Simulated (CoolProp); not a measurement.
Properties of n-perfluorohexane along the isobar 460 kPa.

Values from CoolProp's reference Helmholtz-energy equation of state, Gao 2022.

| T (K) | phase | density (kg/m³) | cp (kJ/(kg K)) | cv (kJ/(kg K)) | speed of sound (m/s) | expansivity (1/kK) |
|---|---|---|---|---|---|---|
| 192.6 | liquid | 1973 | 0.8859 | 0.6849 | 793.3 | 1.465 |
| 197.9 | liquid | 1958 | 0.8930 | 0.6934 | 779.4 | 1.462 |
| 203.2 | liquid | 1943 | 0.9004 | 0.7020 | 765.6 | 1.462 |
| 208.4 | liquid | 1928 | 0.9078 | 0.7106 | 752.0 | 1.462 |
| 213.7 | liquid | 1913 | 0.9155 | 0.7194 | 738.3 | 1.464 |
| 219 | liquid | 1898 | 0.9234 | 0.7282 | 724.6 | 1.467 |
| 224.2 | liquid | 1884 | 0.9313 | 0.7369 | 711.1 | 1.472 |
| 229.5 | liquid | 1869 | 0.9393 | 0.7458 | 697.5 | 1.478 |
| 234.8 | liquid | 1854 | 0.9475 | 0.7546 | 683.8 | 1.485 |
| 240 | liquid | 1840 | 0.9556 | 0.7631 | 670.4 | 1.494 |
| 245.3 | liquid | 1826 | 0.9638 | 0.7718 | 656.8 | 1.505 |
| 250.6 | liquid | 1811 | 0.9721 | 0.7804 | 643.1 | 1.518 |
| 255.8 | liquid | 1797 | 0.9802 | 0.7887 | 629.7 | 1.532 |
| 261.1 | liquid | 1782 | 0.9885 | 0.7971 | 615.9 | 1.548 |
| 266.4 | liquid | 1767 | 0.9967 | 0.8053 | 602.1 | 1.566 |
| 271.6 | liquid | 1753 | 1.005 | 0.8133 | 588.6 | 1.586 |
